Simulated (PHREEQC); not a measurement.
Consider water at 13 °C with 0.042 mol/kgw HF and 0.022 mol/kgw (CH3)4NF. Closed to the air; pH follows from the charge balance.

All values are PHREEQC results (ion-association model, phreeqc.dat), not measurements.

This is a speciation only: nothing precipitates in the calculation.

Problem. Order these F species by the share of F that they hold, largest first: HF, F-, HF2-.

Solution. HF (58 %), F- (33 %), HF2- (8.5 %)

The pH is 2.77 and the ionic strength 0.0239 mol/kgw. Complexes and solids missing from the database can't appear. (CH3)4N+ isn't in the database: it is added as a free cation with an ion size of 4 Å. Constants without temperature data keep their 25 °C values here.
